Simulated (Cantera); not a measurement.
Input (Python, Cantera) and output of one run.

```python
import numpy as np
import cantera as ct

gas_names = """
    C CH CH2 CH3 CH4 CN C2 C2H C2H2,acetylene C2H2,vinylidene C2H3,vinyl CH3CN C2H4 C2H5 C2H6 CCN CNC
    C2N2 C3 C3H3,propargyl C3H4,allene C3H4,propyne C3H4,cyclo- C3H5,allyl C3H6,propylene C3H6,cyclo-
    C3H7,n-propyl C3H7,i-propyl C3H8 C4 C4H2 C4H4,1,3-cyclo- C4H6,butadiene C4H6,2-butyne C4H6,cyclo-
    C4H8,1-butene C4H8,cis2-buten C4H8,tr2-butene C4H8,isobutene C4H8,cyclo- C4H9,n-butyl C4H9,i-butyl
    C4H9,s-butyl C4H9,t-butyl C4H10,isobutane C4H10,n-butane C4N2 C5 C5H6,1,3cyclo- C5H8,cyclo-
    C5H10,1-pentene C5H10,cyclo- C5H11,pentyl C5H11,t-pentyl C5H12,n-pentane C5H12,i-pentane
    CH3C(CH3)2CH3 C6H2 C6H5,phenyl C6H6 C6H10,cyclo- C6H12,1-hexene C6H12,cyclo- C6H13,n-hexyl
    C7H7,benzyl C7H8 C7H14,1-heptene C7H15,n-heptyl C7H16,n-heptane C8H8,styrene C8H10,ethylbenz
    C8H16,1-octene C8H17,n-octyl C8H18,isooctane C8H18,n-octane C9H19,n-nonyl C10H8,naphthale
    C10H21,n-decyl C12H9,o-bipheny C12H10,bipheny H HCN HCCN HNC H2 N NH NH2 NH3 N2 N2H2 N2H4
""".split()
cond_names = """
    C(gr) C6H6(L) C7H8(L) C8H18(L),n-octa
""".split()


def load(file, names, dense=False):
    # The tables refer to 1 bar. Condensed volumes are neglected.
    table = {s.name: s for s in ct.Species.list_from_file(file)}
    out = []
    for n in names:
        d = dict(table[n].input_data)
        d["thermo"] = dict(d["thermo"], **{"reference-pressure": 1e5})
        if dense:
            d["equation-of-state"] = {"model": "constant-volume", "density": "1e6 g/cm^3"}
        out.append(ct.Species.from_dict(d))
    return out


gas = ct.Solution(thermo="ideal-gas", species=load("nasa_gas.yaml", gas_names))
cond = {s.name: ct.Solution(thermo="fixed-stoichiometry", species=[s], name=s.name)
        for s in load("nasa_condensed.yaml", cond_names, dense=True)}
atoms = {
    'C6H6': {'C': 6, 'H': 6},
    'NH3': {'N': 1, 'H': 3},
}
top_T = {'C(gr)': 4500}  # K; cautious upper limits of use, not melting points


def equilibrate(T, P, feed):
    n = {}
    for name, mol in feed.items():
        for a, k in atoms[name].items():
            n[a] = n.get(a, 0.0) + k * mol
    gas.TPX = T, P, n
    mass = sum(n.values()) * gas.mean_molecular_weight
    gas.equilibrate("TP")
    valid = [c for c in cond.values() if c.min_temp <= T <= top_T.get(c.name, c.max_temp)]
    mix = ct.Mixture([(gas, mass / gas.mean_molecular_weight)] + [(c, 0.0) for c in valid])
    mix.T, mix.P = T, P
    mix.equilibrate("TP", solver="vcs", rtol=1e-11, max_steps=5000)
    return mix


results = []
feed = {'C6H6': 1, 'NH3': 0.23}  # mol
T = 2100  # K
for P in [10, 56, 320, 1800, 10000, 56000, 320000, 1800000, 10000000]:
    mix = equilibrate(T, P, feed)
    results.append((T, P, feed, dict(zip(mix.species_names, mix.species_moles))))

top = {s: max(r[3][s] / sum(r[3][g] for g in gas_names) for r in results) for s in gas_names}
cols = sorted((s for s in top if top[s] > 0.001), key=lambda s: -top[s])[:8]
seen = [c for c in cond_names if any(r[3].get(c, 0) > 1e-12 for r in results)]
print("log10 of partial pressures in bar; condensed amounts in mol")
print(f"{'P/Pa':>10s}" + "".join(f"{s[:9]:>10s}" for s in cols + seen))
for T, P, feed, n in results:
    ng = sum(n[g] for g in gas_names)
    print(f"{P:10.4g}" + "".join(f"{np.log10(max(n[s] / ng * P / 1e5, 1e-99)):10.3f}" for s in cols)
          + "".join(f"{n.get(c, 0):10.4g}" for c in seen))
```

It prints:

```
log10 of partial pressures in bar; condensed amounts in mol
      P/Pa        H2         H        N2       CH4       HCN C2H2,acet     C(gr)
        10    -4.151    -4.582    -5.564   -11.783    -6.526    -6.991     5.979
        56    -3.325    -4.169    -4.783   -10.132    -5.723    -6.165     5.978
       320    -2.535    -3.774    -4.011    -8.552    -4.942    -5.375     5.977
      1800    -1.771    -3.392    -3.255    -7.024    -4.181    -4.611     5.977
     1e+04    -1.020    -3.017    -2.507    -5.523    -3.432    -3.861     5.977
   5.6e+04    -0.270    -2.641    -1.758    -4.021    -2.682    -3.110     5.976
   3.2e+05     0.488    -2.263    -1.000    -2.506    -1.925    -2.353     5.973
   1.8e+06     1.236    -1.888    -0.248    -1.009    -1.174    -1.604     5.957
     1e+07     1.970    -1.522     0.506     0.458    -0.431    -0.871     5.877
```

Method: chemical equilibrium by Gibbs-energy minimisation in Cantera with the NASA 1993 tables (ideal gas, pure condensed phases). The ideal-gas law is rough above about 30 bar.
